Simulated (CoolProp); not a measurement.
Vapour-liquid equilibrium of CH2F2 (R32) (1) + R152A (2) at 0.187 MPa; x and y are mole fractions of (1).

Computed with CoolProp (multi-fluid Helmholtz-energy mixture model, Tillner-Roth 1997 and Outcalt 1996; pair parameters Bell 2016).

### Question
Give the bubble temperature and the first vapour's composition at x = 0.35, 0.8, 0.95. Is there an azeotrope?

### Answer
x = 0.35: -24.2 °C, y = 0.634; x = 0.8: -35.3 °C, y = 0.928; x = 0.95: -38.0 °C, y = 0.984. No azeotrope shows between x = 0.05 and 0.95.

The pair parameters rest on a limited set of measurements; away from them the model extrapolates.
